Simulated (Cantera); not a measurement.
An isothermal, constant-pressure homogeneous reactor starts with CH₄ : H₂O = 1 : 1.8 (molar parts), at 1625 K and 120 Torr. Integrator tolerance rtol = 1e-08.

Cantera simulation using GRI-Mech 3.0 (53 species, 325 reactions); the numbers are that mechanism's predictions, not measurements.

```
quantity                                             before                                      after
----------------  -----------------------------------------  -----------------------------------------
x(CH₄) at 1.00 s     0.0291 (gas-phase equilibrium 9.19e-9)     0.0326 (gas-phase equilibrium 5.54e-8)
x(H₂O) at 1.00 s        0.375 (gas-phase equilibrium 0.152)       0.295 (gas-phase equilibrium 0.0431)
x(CO₂) at 1.00 s      0.0134 (gas-phase equilibrium 0.0148)    0.00889 (gas-phase equilibrium 0.00451)
x(H) at 1.00 s    0.000123 (gas-phase equilibrium 0.000142)  0.000128 (gas-phase equilibrium 0.000151)
x(CH₂) at 1.00 s     8.00e-8 (gas-phase equilibrium <1e-12)     7.89e-8 (gas-phase equilibrium <1e-12)
x(C₂H) at 1.00 s     8.09e-8 (gas-phase equilibrium <1e-12)     1.01e-7 (gas-phase equilibrium <1e-12)
x(OH) at 1.00 s     4.28e-6 (gas-phase equilibrium 1.42e-6)    3.13e-6 (gas-phase equilibrium 3.80e-7)
```

Q: Name the change that produced these shifts.
A. H2O 1.8 to 2.7 parts
B. pressure from 120 Torr to 1.00 bar
C. temperature 1625 to 2025 K
D. CH4 1 to 1.5 parts

A: D, CH4 1 to 1.5 parts
